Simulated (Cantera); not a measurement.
Charge: 1 mol Si3N4, 2.8 mol O2, 950 mol H2, at 1998.15 K and 5.90 bar.

These are equilibrium values from Cantera (NASA tables, ideal gas, pure condensed phases), not measurements of a reactor. Candidate condensed phases: H2O, Si, SiO2, Si2N2O, Si3N4; 35 gas species. Kinetics and transport are ignored.

Base state: H2 0.991, SiO 0.00314, H2O 0.00272, N2 0.00209, H 0.000658 (mole fractions); condensed: gas only.

Problem. What changes in the equilibrium state with this change: Si3N4 replaced by Si?

Solution. 
```csv
species,before,after
H2,0.991,0.993
H2O,0.00272,0.00484
SiO,0.00314,0.00105
N2,0.00209,0
H,0.000658,0.000659
```
